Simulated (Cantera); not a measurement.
## Nitride etching: Si₃N₄ + HCl

Feed: 1 mol Si₃N₄, 50 mol HCl, held at 525 °C and 10.0 Torr.

Cantera equilibrium calculation (NASA polynomials, part measured and part estimated; ideal gas, pure solids and liquids). Candidate condensed phases: NH₄Cl, Si, Si₃N₄; 28 gas species. Equilibrium is a limit: real reactors are often held back by kinetics, nucleation or transport.

The x(HCl) is 0.776 and the x(H₂) is 0.122. The x(SiCl₄) is 0.0612 and the x(N₂) comes out as 0.0408. The x(SiHCl₃) is 8.51e-6 and the gas amount comes out as 49.00 mol. The log10 activity of Si(s) (absent) is -11.14.
